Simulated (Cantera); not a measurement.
## Low-pressure radical oxidation in H2/O2

An isothermal, constant-pressure homogeneous reactor starts with H₂ : O₂ : N₂ = 0.44 : 1 : 0.12 (molar parts), at 975 K and 0.00148 atm.

Cantera simulation using the H2/O2 subset of GRI-Mech 3.0, which has no nitrogen chemistry; the numbers are that mechanism's predictions, not measurements. Radical loss at walls, strong at low pressure, is not modelled. The temperature is held fixed by assumption; the heat of reaction is taken as removed at once.

| t (s) | x H₂ | x O₂ | x H₂O | x HO₂ | x H |
|---|---|---|---|---|---|
| 4.00e-5 | 0.282 | 0.641 | <1e-12 | 3.91e-12 | 3.88e-12 |
| 0.000159 | 0.282 | 0.641 | <1e-12 | 1.56e-11 | 1.52e-11 |
| 0.000634 | 0.282 | 0.641 | 6.43e-12 | 6.21e-11 | 6.10e-11 |
| 0.00252 | 0.282 | 0.641 | 2.21e-10 | 2.47e-10 | 3.69e-10 |
| 0.0100 | 0.282 | 0.641 | 3.44e-8 | 1.04e-9 | 2.68e-8 |
| 0.0400 | 0.153 | 0.584 | 0.0909 | 1.15e-6 | 0.0719 |
| 0.159 | 0.0117 | 0.531 | 0.232 | 1.77e-6 | 0.0985 |
| 0.634 | 0.00422 | 0.569 | 0.307 | 2.13e-6 | 0.0168 |
| 2.52 | 0.000169 | 0.582 | 0.328 | 9.95e-7 | 0.000120 |
| 10.0 | 7.24e-6 | 0.582 | 0.328 | 1.12e-7 | 1.12e-6 |
| 40.0 | 7.90e-7 | 0.582 | 0.328 | 1.54e-8 | 4.30e-8 |
x: mole fraction; the columns are a selection and need not sum to one.

Equilibrium at this temperature and pressure: H₂ 4.55e-10, O₂ 0.582, H₂O 0.328, HO₂ 4.73e-10, H <1e-12 (gas phase only).
